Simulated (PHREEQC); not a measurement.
Solution (25 °C): 0.28 mol/kgw KH2PO4 and 0.00035 mol/kgw H4SiO4. It is in equilibrium with CO2 at log p = 0 (atm). Otherwise closed; pH follows from the charge balance.

Computed with PHREEQC (ion-association model, wateq4f.dat).

This is a speciation only: nothing precipitates in the calculation.

Question: Estimate the pH.

Answer: pH 4.30.

Question: In which forms is C present?

Answer: CO2 99 %, HCO3- 1.3 % of the C.

The solution is supersaturated, for example in Quartz (slow to form), Chalcedony (slow to form), so a real one may precipitate; this is no full list. Species that the database lacks are ignored. H3PO4, which wateq4f.dat lacks, is added to it with the constant of phreeqc.dat.
